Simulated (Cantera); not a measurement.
## N2O furnace oxynitridation

An isothermal, constant-pressure homogeneous reactor starts with N2O : N2 = 1 : 0.16 (molar parts), at 1100 K and 0.560 bar.

Detailed kinetics in Cantera: GRI-Mech 3.0 (53 species, 325 reactions). GRI-Mech 3.0 was tuned for natural gas; its chemistry of N2O as a main component is partial and can be far from experiment. The mechanism lacks the step 2 NO + O2 → 2 NO2, which can matter for NO2 below about 1400 K. The temperature is held fixed by assumption; the heat of reaction is taken as removed at once.

```csv
t (s),x N2O,x NO,x N2,x NO2,x O2,x O
0.000400,0.862,9.44e-7,0.138,1.18e-11,6.45e-6,3.21e-7
0.000930,0.862,2.25e-6,0.138,6.76e-11,1.54e-5,3.21e-7
0.00216,0.862,5.30e-6,0.138,3.72e-10,3.62e-5,3.21e-7
0.00503,0.862,1.24e-5,0.138,2.02e-9,8.45e-5,3.21e-7
0.0117,0.861,2.88e-5,0.138,1.07e-8,0.000197,3.21e-7
0.0272,0.861,6.70e-5,0.139,5.54e-8,0.000458,3.21e-7
0.0632,0.859,0.000155,0.140,2.72e-7,0.00106,3.20e-7
0.147,0.854,0.000360,0.143,1.19e-6,0.00246,3.20e-7
0.342,0.845,0.000827,0.149,4.30e-6,0.00568,3.19e-7
0.795,0.822,0.00188,0.163,1.23e-5,0.0130,3.17e-7
1.85,0.773,0.00416,0.194,3.00e-5,0.0289,3.11e-7
4.30,0.675,0.00870,0.255,6.52e-5,0.0610,2.97e-7
10.0,0.505,0.0162,0.362,0.000124,0.117,2.67e-7
```
x: mole fraction; the columns are a selection and need not sum to one.

Equilibrium at this temperature and pressure: N2O 5.10e-9, NO 9.64e-5, N2 0.699, NO2 2.46e-6, O2 0.301, O 1.84e-9 (gas phase only).
